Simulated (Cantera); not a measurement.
Feed: 1 mol SO2, 0.64 mol N2, held at 1873 K and 1.00 bar.

Equilibrium computed with Cantera from the NASA thermochemical tables; the gas is ideal and each condensed phase is pure. Candidate condensed phases: S; 17 gas species. The numbers say what is thermodynamically allowed, not how fast it happens.

Base state: SO2 0.608, N2 0.390, SO 0.00122, O2 0.000469, NO 0.000175, SO3 0.000108 (mole fractions); condensed: gas only.

What changes in the equilibrium state with this change: temperature from 1873 K to 2625 K?


| species | before | after |
|---|---|---|
| SO2 | 0.608 | 0.549 |
| N2 | 0.390 | 0.378 |
| SO | 0.00122 | 0.0445 |
| O2 | 0.000469 | 0.0187 |
| S | 9.06e-7 | 0.000863 |
| O | 5.12e-6 | 0.00357 |
| S2 | 4.79e-7 | 0.000143 |
